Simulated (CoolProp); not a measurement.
Model: reference Helmholtz-energy equation of state, Thol 2018, in CoolProp.

Task: Give the vapour pressure (bar), liquid density (kg/m³), vapour density (kg/m³), enthalpy of vaporisation (kJ/kg) of saturated hydrogen chloride at -48.85, -30.45, -21.25 °C.

Result: 
```csv
T (°C),p (bar),liquid density (kg/m³),vapour density (kg/m³),enthalpy of vaporisation (kJ/kg)
-48.85,5.51,1090,11.9,400
-30.45,10.6,1030,22.3,372
-21.25,14.2,1010,29.8,356
```
